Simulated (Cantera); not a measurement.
Input (Python, Cantera):

```python
import numpy as np
import cantera as ct

gas = ct.Solution("gri30.yaml")


def delay(T, t_max=10):
    gas.TPX = T, 1000000, {'CH4': 1, 'C2H6': 0.092, 'C3H8': 0.26, 'O2': 4.95, 'N2': 18.6}
    reactor = ct.IdealGasConstPressureReactor(gas, clone=False)
    net = ct.ReactorNet([reactor])
    net.rtol, net.atol = 1e-8, 1e-16
    while net.time < t_max:
        t_old, T_old = net.time, reactor.T
        net.step()
        if reactor.T > T + 400:  # ignition: a rise of 400 K
            return t_old + (T + 400 - T_old) / (reactor.T - T_old) * (net.time - t_old)
    return np.nan


taus = []
for T in [1200, 1300, 1400, 1500, 1600, 1700, 1800, 1900, 2000, 2100]:
    taus.append(delay(T))
    print(f"T0 = {T:6g} K   tau = {taus[-1]:.4e} s")
```

It prints:

```
T0 =   1200 K   tau = 1.0974e-03 s
T0 =   1300 K   tau = 2.8289e-04 s
T0 =   1400 K   tau = 8.2579e-05 s
T0 =   1500 K   tau = 2.8810e-05 s
T0 =   1600 K   tau = 1.2087e-05 s
T0 =   1700 K   tau = 5.9706e-06 s
T0 =   1800 K   tau = 3.3735e-06 s
T0 =   1900 K   tau = 2.1210e-06 s
T0 =   2000 K   tau = 1.4505e-06 s
T0 =   2100 K   tau = 1.0595e-06 s
```

Model: GRI-Mech 3.0 (53 species, 325 reactions), integrated in Cantera. GRI-Mech 3.0 was tuned for natural gas; its chemistry of propane as a main component is partial and can be far from experiment.
